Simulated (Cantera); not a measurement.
Cantera run:

```python
import numpy as np
import cantera as ct

gas_names = """
    C CO CO2 C2 C2O C3 C3O2 C4 C5 Fe FeC5O5 FeO O O2 O3
""".split()
cond_names = """
    C(gr) Fe(a) Fe(c) Fe(d) Fe(L) FeC5O5(L) FeO(s) FeO(L) Fe2O3(s) Fe3O4(s)
""".split()


# ... load() reads the species with a 1 bar reference pressure and builds the phases ...
atoms = {
    'Fe3O4': {'Fe': 3, 'O': 4},
    'C': {'C': 1},
    'CO': {'C': 1, 'O': 1},
}
top_T = {'C(gr)': 4500, 'Fe2O3(s)': 1830, 'Fe3O4(s)': 1870}  # K; cautious upper limits of use, not melting points


# ... equilibrate(T, P, feed) seeds the gas with the atoms and calls Mixture.equilibrate('TP', solver="vcs", rtol=1e-11, max_steps=5000) ...
results = []
feed = {'Fe3O4': 1, 'C': 0.86, 'CO': 0.15}  # mol
P = 15000  # Pa
for T in [1498, 1598, 1698, 1798, 1898, 1998, 2098, 2198, 2298, 2398, 2498, 2598]:
    mix = equilibrate(T, P, feed)
    results.append((T, P, feed, dict(zip(mix.species_names, mix.species_moles))))

top = {s: max(r[3][s] / sum(r[3][g] for g in gas_names) for r in results) for s in gas_names}
cols = sorted((s for s in top if top[s] > 1e-06), key=lambda s: -top[s])[:9]
seen = [c for c in cond_names if any(r[3].get(c, 0) > 1e-12 for r in results)]
print("log10 of partial pressures in bar; condensed amounts in mol")
print(f"{'T/K':>10s}" + "".join(f"{s[:9]:>10s}" for s in cols + seen))
for T, P, feed, n in results:
    ng = sum(n[g] for g in gas_names)
    print(f"{T:10.4g}" + "".join(f"{np.log10(max(n[s] / ng * P / 1e5, 1e-99)):10.3f}" for s in cols)
          + "".join(f"{n.get(c, 0):10.4g}" for c in seen))
```

Output:

```
log10 of partial pressures in bar; condensed amounts in mol
       T/K        CO       CO2        Fe       FeO         O        O2     Fe(c)    FeO(s)    FeO(L)
      1498    -0.889    -1.680    -6.842    -9.625   -11.518   -12.228  0.000773     2.999         0
      1598    -0.889    -1.682    -5.999    -8.544   -10.354   -11.010         0         3         0
      1698    -0.889    -1.682    -5.283    -7.617    -9.326    -9.933         0         0         3
      1798    -0.889    -1.682    -4.673    -6.820    -8.412    -8.977         0         0         3
      1898    -0.889    -1.681    -4.131    -6.112    -7.593    -8.121         0         0     2.999
      1998    -0.890    -1.678    -3.649    -5.479    -6.855    -7.348         0         0     2.998
      2098    -0.893    -1.671    -3.221    -4.910    -6.182    -6.638         0         0     2.996
      2198    -0.898    -1.657    -2.846    -4.396    -5.559    -5.971         0         0      2.99
      2298    -0.908    -1.632    -2.523    -3.930    -4.973    -5.327         0         0     2.979
      2398    -0.926    -1.594    -2.252    -3.506    -4.412    -4.692         0         0     2.959
      2498    -0.954    -1.546    -2.029    -3.118    -3.874    -4.062         0         0     2.927
      2598    -0.994    -1.499    -1.842    -2.762    -3.359    -3.444         0         0     2.878
```

Method: chemical equilibrium by Gibbs-energy minimisation in Cantera with the NASA 1993 tables (ideal gas, pure condensed phases). Mutual solubility and eutectic melting of coexisting phases are not modelled. The tables' stoichiometric FeO is somewhat more stable than real wüstite, so its field is too wide. FeO: taken at fixed stoichiometry.
